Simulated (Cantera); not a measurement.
Input: 1 mol Si, 3 mol F2, 6.7 mol H2, equilibrated at 0.133 bar.

These are equilibrium values from Cantera (NASA tables, ideal gas, pure condensed phases), not measurements of a reactor. Candidate condensed phases: Si; 25 gas species. The numbers say what is thermodynamically allowed, not how fast it happens. All values below are at 600 °C.

Base state: H2 0.655, HF 0.230, SiF4 0.115 (mole fractions); condensed: gas only.

### Question
What changes in the equilibrium state with this change: F2 from 3 to 2.5 mol?

### Answer
| species | before | after |
|---|---|---|
| H2 | 0.655 | 0.756 |
| HF | 0.230 | 0.122 |
| SiF4 | 0.115 | 0.122 |
